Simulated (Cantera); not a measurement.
A Cantera script and what it prints.

```python
import numpy as np
import cantera as ct

gas_names = """
    H HI HO2 H2 H2O H2O2 I I2 O OH O2 O3
""".split()
cond_names = """
    H2O(s) H2O(L) I2(cr) I2(L)
""".split()


# ... load() reads the species with a 1 bar reference pressure and builds the phases ...
atoms = {
    'HI': {'H': 1, 'I': 1},
    'H2O': {'H': 2, 'O': 1},
}
top_T = {}  # K; cautious upper limits of use, not melting points


# ... equilibrate(T, P, feed) seeds the gas with the atoms and calls Mixture.equilibrate('TP', solver="vcs", rtol=1e-11, max_steps=5000) ...
results = []
feed = {'HI': 1, 'H2O': 1.9}  # mol
P = 100000  # Pa
for T in [1098, 1248, 1398, 1548, 1698, 1848, 1998, 2148, 2298, 2448, 2598, 2748, 2898, 3048]:
    mix = equilibrate(T, P, feed)
    results.append((T, P, feed, dict(zip(mix.species_names, mix.species_moles))))

top = {s: max(r[3][s] / sum(r[3][g] for g in gas_names) for r in results) for s in gas_names}
cols = sorted((s for s in top if top[s] > 0.0001), key=lambda s: -top[s])[:5]
seen = [c for c in cond_names if any(r[3].get(c, 0) > 1e-12 for r in results)]
print("log10 of partial pressures in bar; condensed amounts in mol")
print(f"{'T/K':>10s}" + "".join(f"{s[:9]:>10s}" for s in cols + seen))
for T, P, feed, n in results:
    ng = sum(n[g] for g in gas_names)
    print(f"{T:10.4g}" + "".join(f"{np.log10(max(n[s] / ng * P / 1e5, 1e-99)):10.3f}" for s in cols)
          + "".join(f"{n.get(c, 0):10.4g}" for c in seen))
```

Result:

```
log10 of partial pressures in bar; condensed amounts in mol
       T/K       H2O         I        HI        H2         H
      1098    -0.189    -1.592    -0.632    -1.272    -8.243
      1248    -0.198    -1.201    -0.685    -1.196    -6.929
      1398    -0.209    -0.947    -0.768    -1.112    -5.881
      1548    -0.220    -0.792    -0.880    -1.034    -5.029
      1698    -0.229    -0.699    -1.010    -0.974    -4.327
      1848    -0.236    -0.643    -1.146    -0.932    -3.741
      1998    -0.241    -0.609    -1.279    -0.904    -3.247
      2148    -0.245    -0.588    -1.406    -0.886    -2.823
      2298    -0.249    -0.574    -1.523    -0.874    -2.456
      2448    -0.256    -0.566    -1.631    -0.866    -2.134
      2598    -0.268    -0.563    -1.730    -0.855    -1.847
      2748    -0.292    -0.566    -1.819    -0.837    -1.586
      2898    -0.334    -0.575    -1.899    -0.807    -1.346
      3048    -0.400    -0.592    -1.977    -0.774    -1.126
```

These are equilibrium values from Cantera (NASA tables, ideal gas, pure condensed phases), not measurements of a reactor.
